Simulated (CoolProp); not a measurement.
Vapour-liquid equilibrium of propylene (1) + propane (2) at 190.8 K; x and y are mole fractions of (1).

Values from CoolProp's multi-fluid Helmholtz-energy mixture model, Lemmon 2013 and Lemmon 2009; pair parameters Bell 2016.

```csv
x,bubble pressure (bar),y at the bubble point,dew pressure at overall composition x (bar),liquid density (mol/L)
0.05,0.1144,0.075,0.1134,14.24
0.15,0.1201,0.208,0.1176,14.36
0.25,0.1251,0.325,0.1218,14.48
0.35,0.1297,0.431,0.1262,14.60
0.45,0.1338,0.527,0.1305,14.73
0.55,0.1375,0.618,0.1347,14.86
0.65,0.1408,0.704,0.1387,14.99
0.75,0.1438,0.788,0.1424,15.12
0.85,0.1464,0.872,0.1457,15.26
0.95,0.1486,0.957,0.1485,15.41
```

No azeotrope shows between x = 0.05 and 0.95.

Pair parameters are fitted to limited data, so mixtures are less certain than the pure fluids.
